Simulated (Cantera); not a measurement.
A Cantera script and what it prints.

```python
import numpy as np
import cantera as ct

gas_names = """
    B BH BH2 BH3 BN B2 H H2 N NH NH2 NH3 N2 N2H2 N2H4
""".split()
cond_names = """
    B(b) B(L) BN(s)
""".split()


# ... load() reads the species with a 1 bar reference pressure and builds the phases ...
atoms = {
    'borazine': {'B': 3, 'N': 3, 'H': 6},
    'H2': {'H': 2},
    'N2': {'N': 2},
}
top_T = {'BN(s)': 3200}  # K; cautious upper limits of use, not melting points


# ... equilibrate(T, P, feed) seeds the gas with the atoms and calls Mixture.equilibrate('TP', solver="vcs", rtol=1e-11, max_steps=5000) ...
results = []
feed = {'borazine': 1, 'H2': 83, 'N2': 73}  # mol
T = 798.15  # K
P = 2200  # Pa
mix = equilibrate(T, P, feed)
results.append((T, P, feed, dict(zip(mix.species_names, mix.species_moles))))
print(gas.report(threshold=1e-05))
for i in range(1, mix.n_phases):
    print(f"{mix.phase(i).name:16s} {mix.phase_moles(i):12.5e} mol")
```

It prints:

```
       temperature   798.15 K
          pressure   2200 Pa
           density   0.0046255 kg/m^3
  mean mol. weight   13.952 kg/kmol
   phase of matter   gas

                          1 kg             1 kmol
                     ---------------   ---------------
          enthalpy        1.0607e+06          1.48e+07  J
   internal energy        5.8511e+05        8.1638e+06  J
           entropy             16139        2.2518e+05  J/K
    Gibbs function        -1.182e+07       -1.6492e+08  J
 heat capacity c_p            2181.6             30439  J/K
 heat capacity c_v            1585.7             22124  J/K

                      mass frac. Y      mole frac. X     chem. pot. / RT
                     ---------------   ---------------   ---------------
                H2           0.07815           0.54086           -21.407
               NH3        2.2048e-05        1.8063e-05           -46.565
                N2           0.92183           0.45912            -28.91
     [  +12 minor]        9.6106e-13        1.3297e-11

B(b)              0.00000e+00 mol
BN(s)             3.00000e+00 mol
```

These are equilibrium values from Cantera (NASA tables, ideal gas, pure condensed phases), not measurements of a reactor. The feed counts by its element totals alone.
